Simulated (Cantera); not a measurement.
Feed: 1 mol PbO, 7.8 mol H₂, 1.4 mol N₂, 0.043 mol O₂, at 0.160 bar.

Cantera equilibrium calculation (NASA polynomials, part measured and part estimated; ideal gas, pure solids and liquids). Candidate condensed phases: H₂O, Pb, PbO, PbO₂, Pb₃O₄; 27 gas species. Kinetics and transport are ignored. All values below are at 1425 K.

Base state: H₂ 0.678, N₂ 0.141, H₂O 0.110, Pb 0.0716, Pb₂ 1.81e-5, H 1.40e-5 (mole fractions); condensed: Pb(l).

Q: What changes in the equilibrium state with this change: O₂ from 0.043 to 0.66 mol?

A: 
| species | before | after |
|---|---|---|
| H₂ | 0.678 | 0.553 |
| H₂O | 0.110 | 0.234 |
| N₂ | 0.141 | 0.141 |
| H | 1.40e-5 | 1.27e-5 |
| Pb | 0.0716 | 0.0716 |
| Pb₂ | 1.81e-5 | 1.81e-5 |
| Pb(l), mol | 0.290 | 0.290 |
